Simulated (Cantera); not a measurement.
A perfectly stirred reactor is fed with CO : H2 : O2 : N2 = 1 : 0.049 : 0.53 : 1.99 (molar parts), at 100000 Pa; it is adiabatic with a 725 K inlet, and is followed from long to short residence time, starting on the burning branch (τ in s: 0.24, 0.11, 0.047, 0.021, 0.0092, 0.0041, 0.0018, 0.00081, 0.00036, 0.00016, 7.1e-05, 3.1e-05, 1.4e-05).

Model: GRI-Mech 3.0 (53 species, 325 reactions), integrated in Cantera.

**Question.** What does this change do: inlet temperature 725 to 373 K?

**Answer.** 
```
quantity                                                                       before                                 after
------------------------------------------------  -----------------------------------  ------------------------------------
blow-out, bracketed by the residence times tried  burning at 0.160 ms, out at 71.0 µs  burning at 0.360 ms, out at 0.160 ms
x(CO) at τ = 0.240 s                                                           0.0645                                0.0455
x(H2) at τ = 0.240 s                                                         0.000531                              0.000394
x(O2) at τ = 0.240 s                                                           0.0284                                0.0211
x(HO2) at τ = 0.240 s                                                         1.20e-6                               7.17e-7
x(NO2) at τ = 0.240 s                                                         2.39e-6                               1.51e-6
x(CO) at τ = 1.80 ms                                                            0.113                                 0.101
x(H2) at τ = 1.80 ms                                                          0.00107                               0.00107
x(O2) at τ = 1.80 ms                                                           0.0516                                0.0475
x(HO2) at τ = 1.80 ms                                                         3.58e-6                               5.14e-6
x(NO2) at τ = 1.80 ms                                                         1.57e-7                               6.88e-8
```
